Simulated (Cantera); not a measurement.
**C6H6 + O2 + CO2 (carbon deposition, reforming and gasification)**

Charge: 1 mol C6H6, 0.13 mol O2, 0.11 mol CO2, at 0.133 bar.

Equilibrium computed with Cantera from the NASA thermochemical tables; the gas is ideal and each condensed phase is pure. Candidate condensed phases: C, C6H6, C7H8, C8H18, H2O; 131 gas species. Ions and electrons are included (thermal ionisation). Rates play no part.

```tsv
T (°C)	x H2	x H	x C	x C3	x CO	x C2	x C2H2 (acetylene)	x C2H	x C5	n C(graphite)
1727	0.858	0.00412	2.28e-10	2.08e-10	0.138	1.76e-11	0.000659	5.93e-8	<1e-12	5.63
1977	0.842	0.0187	2.73e-8	4.87e-8	0.137	4.29e-9	0.00282	2.48e-6	4.34e-11	5.61
2227	0.796	0.0614	1.25e-6	3.73e-6	0.134	3.44e-7	0.00861	4.77e-5	1.11e-8	5.57
2477	0.696	0.156	2.83e-5	0.000127	0.127	1.22e-5	0.0196	0.000510	1.01e-6	5.47
2727	0.529	0.315	0.000380	0.00234	0.116	0.000238	0.0329	0.00336	4.28e-5	5.28
2977	0.317	0.495	0.00341	0.0272	0.0980	0.00290	0.0385	0.0143	0.001000	4.60
3227	0.109	0.534	0.0209	0.180	0.0664	0.0216	0.0206	0.0317	0.0106	0
3477	0.0489	0.607	0.0558	0.160	0.0588	0.0379	0.00419	0.0207	0.00437	0
3727	0.0198	0.614	0.124	0.119	0.0534	0.0548	0.000752	0.0114	0.00147	0
3977	0.00782	0.582	0.227	0.0671	0.0483	0.0618	0.000119	0.00514	0.000338	0
4227	0.00326	0.541	0.333	0.0257	0.0440	0.0508	1.62e-5	0.00183	4.28e-5	0
4477	0.00154	0.515	0.402	0.00687	0.0415	0.0313	2.08e-6	0.000540	3.14e-6	0
4727	0.000818	0.504	0.436	0.00159	0.0404	0.0169	2.84e-7	0.000153	1.88e-7	0
```
x: gas mole fraction; n: condensed amount in mol.

From 1727 °C to 2977 °C the condensed part is C(graphite). From 3227 °C to 4727 °C nothing is condensed. The main C-bearing gas is CO at 1727 °C and C at 4727 °C.
